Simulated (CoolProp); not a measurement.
Properties of toluene along the isobar 0.844 MPa (Tc = 318.6 °C, pc = 4.126 MPa, ω = 0.266).

Computed with CoolProp (reference Helmholtz-energy equation of state, Lemmon 2006). It is a short technical equation, of lower accuracy than the large ones.

| T (°C) | phase | density (kg/m³) | isothermal compressibility (1/MPa) | viscosity (µPa s) | conductivity (mW/(m K)) | fugacity coefficient |
|---|---|---|---|---|---|---|
| 102.65 | liquid | 788.3 | 0.001675 | 266 | 110 | 0.09477 |
| 118.95 | liquid | 771.6 | 0.001940 | 236 | 106 | 0.1483 |
| 135.25 | liquid | 754.3 | 0.002271 | 210 | 102 | 0.2216 |
| 151.45 | liquid | 736.5 | 0.002690 | 189 | 97.8 | 0.3175 |
| 167.75 | liquid | 717.6 | 0.003241 | 170 | 94.2 | 0.4401 |
| 184.05 | liquid | 697.6 | 0.003987 | 153 | 90.9 | 0.5910 |
| 200.35 | liquid | 676.1 | 0.005045 | 138 | 87.7 | 0.7715 |
| 216.65 | gas | 22.80 | 1.460 | 11.2 | 28.5 | 0.8606 |
| 232.85 | gas | 21.55 | 1.412 | 11.6 | 30.3 | 0.8752 |
| 249.15 | gas | 20.48 | 1.376 | 12.0 | 32.1 | 0.8879 |
| 265.45 | gas | 19.55 | 1.349 | 12.4 | 34.0 | 0.8988 |
| 281.75 | gas | 18.72 | 1.327 | 12.8 | 35.9 | 0.9084 |
| 298.05 | gas | 17.99 | 1.310 | 13.2 | 37.8 | 0.9168 |
| 314.25 | gas | 17.33 | 1.295 | 13.5 | 39.8 | 0.9241 |
| 330.55 | gas | 16.72 | 1.283 | 13.9 | 41.7 | 0.9307 |
| 346.85 | gas | 16.16 | 1.273 | 14.3 | 43.7 | 0.9365 |

Viscosity comes from a separate model (Avgeri 2015). Thermal conductivity comes from a separate model (Assael 2012).
